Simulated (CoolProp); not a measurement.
Vapour-liquid equilibrium of R125 (1) + R236EA (2) at 262 kPa; x and y are mole fractions of (1).

The numbers come from the multi-fluid Helmholtz-energy mixture model, Lemmon 2005 and Rui 2013; pair parameters Bell 2016 in CoolProp.

| x | bubble temperature, mixture model (°C) | bubble temperature, Raoult's law (°C) | y, mixture model | y, Raoult's law |
|---|---|---|---|---|
| 0.05 | (withheld) | 24.7 | 0.235 | 0.261 |
| 0.15 | (withheld) | 13.1 | (withheld) | 0.568 |
| 0.25 | 4.7 | 4.3 | (withheld) | 0.731 |
| 0.35 | -2.2 | -2.5 | 0.804 | 0.826 |
| 0.45 | -7.8 | -8.1 | 0.868 | 0.885 |
| 0.55 | (withheld) | -12.6 | 0.910 | 0.924 |
| 0.65 | -16.3 | -16.5 | 0.941 | 0.951 |
| 0.75 | -19.6 | -19.9 | (withheld) | 0.971 |
| 0.85 | -22.6 | -22.8 | (withheld) | 0.985 |
| 0.95 | -25.3 | -25.4 | 0.994 | 0.996 |

Q: Complete the blanks.

A: 
- 0.05, bubble temperature, mixture model (°C): 25.1
- 0.15, bubble temperature, mixture model (°C): 13.5
- 0.15, y, mixture model: 0.536
- 0.25, y, mixture model: 0.704
- 0.55, bubble temperature, mixture model (°C): -12.4
- 0.75, y, mixture model: 0.963
- 0.85, y, mixture model: 0.980

The largest gap from Raoult's law is +0.4 K in bubble temperature, at x = 0.15. No azeotrope shows between x = 0.05 and 0.95.

The pair parameters rest on a limited set of measurements; away from them the model extrapolates.
